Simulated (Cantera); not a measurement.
Charge: 1 mol SiC, 0.0014 mol H2O, 140 mol N2, held at 6080 Torr.

These are equilibrium values from Cantera (NASA tables, ideal gas, pure condensed phases), not measurements of a reactor. Candidate condensed phases: C, C6H6, C7H8, C8H18, H2O, Si, SiC, SiO2, Si2N2O, Si3N4; 151 gas species. Equilibrium is a limit: real reactors are often held back by kinetics, nucleation or transport. All values below are at 1723 K.

Base state: N2 1.000, CO 1.00e-5 (mole fractions); condensed: C(graphite) + Si3N4(s).

What changes in the equilibrium state with this change: H2O from 0.0014 to 0.18 mol?


| species | before | after |
|---|---|---|
| N2 | 1.000 | 0.998 |
| H2 | 5.13e-6 | 0.00121 |
| CO | 1.00e-5 | 0.000648 |
| HCN | 9.39e-6 | 0.000144 |
| C(graphite), mol | 0.997 | 0.889 |
| Si3N4(s), mol | 0.333 | 0.274 |
| Si2N2O(s), mol | 0 | 0.0895 |
Mutual solubility and eutectic melting of coexisting phases are not modelled.
